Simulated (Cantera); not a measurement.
A closed system holds: 1 mol SiH2Cl2, 22 mol H2, equilibrated at 550 °C.

Equilibrium computed with Cantera from the NASA thermochemical tables; the gas is ideal and each condensed phase is pure. Candidate condensed phases: Si; 19 gas species. The tables' values for SiCl3 are old estimates; treat these amounts as uncertain. Kinetics and transport are ignored.

Question: At 12.8 Torr, list the 5 most abundant gas species with their mole fractions, and the condensed phases.

Answer: H2 0.975, SiCl4 0.0161, SiHCl3 0.00564, HCl 0.00336, SiH2Cl2 0.000167. Condensed: Si(s).
